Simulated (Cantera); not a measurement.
Input (Python, Cantera) and output of one run.

```python
import numpy as np
import cantera as ct

gas_names = """
    B BH BH2 BH3 BN BO BO2 B2 B2O B2O2 B2O3 B3O3H3 H HBO HBO2 HNO HNO2 HNO3 HO2 H2 H2O H2O2 H3B3O6 N NH
    NH2 NH3 NH2OH NO NO2 NO3 N2 N2H2 N2H4 N2O O OH O2 O3
""".split()
cond_names = """
    B(b) B(L) BN(s) B2O3(L) B3O3H3(cr) H2O(s) H2O(L)
""".split()


# ... load() reads the species with a 1 bar reference pressure and builds the phases ...
atoms = {
    'borazine': {'B': 3, 'N': 3, 'H': 6},
    'H2O': {'H': 2, 'O': 1},
}
top_T = {'BN(s)': 3200}  # K; cautious upper limits of use, not melting points


# ... equilibrate(T, P, feed) seeds the gas with the atoms and calls Mixture.equilibrate('TP', solver="vcs", rtol=1e-11, max_steps=5000) ...
results = []
feed = {'borazine': 1, 'H2O': 0.15}  # mol
T = 1250  # K
for P in [10, 63, 400, 2500, 16000, 100000]:
    mix = equilibrate(T, P, feed)
    results.append((T, P, feed, dict(zip(mix.species_names, mix.species_moles))))

top = {s: max(r[3][s] / sum(r[3][g] for g in gas_names) for r in results) for s in gas_names}
cols = sorted((s for s in top if top[s] > 0.001), key=lambda s: -top[s])[:5]
seen = [c for c in cond_names if any(r[3].get(c, 0) > 1e-12 for r in results)]
print("log10 of partial pressures in bar; condensed amounts in mol")
print(f"{'P/Pa':>10s}" + "".join(f"{s[:9]:>10s}" for s in cols + seen))
for T, P, feed, n in results:
    ng = sum(n[g] for g in gas_names)
    print(f"{P:10.4g}" + "".join(f"{np.log10(max(n[s] / ng * P / 1e5, 1e-99)):10.3f}" for s in cols)
          + "".join(f"{n.get(c, 0):10.4g}" for c in seen))
```

Output:

```
log10 of partial pressures in bar; condensed amounts in mol
      P/Pa        H2        N2       H2O      HBO2       HBO     BN(s)   B2O3(L)
        10    -4.008    -5.809    -8.004    -6.786    -6.863       2.9   0.04345
        63    -3.208    -5.011    -6.938    -6.253    -6.596     2.901   0.04725
       400    -2.405    -4.209    -5.868    -5.718    -6.328     2.901   0.04846
      2500    -1.609    -3.415    -4.807    -5.188    -6.063     2.902   0.04874
   1.6e+04    -0.803    -2.613    -3.734    -4.651    -5.793     2.903   0.04846
     1e+05    -0.007    -1.826    -2.676    -4.122    -5.527     2.905   0.04758
```

Equilibrium computed with Cantera from the NASA thermochemical tables; the gas is ideal and each condensed phase is pure. The feed counts by its element totals alone. Mutual solubility and eutectic melting of coexisting phases are not modelled. Gases not in the tables: H3BO3.
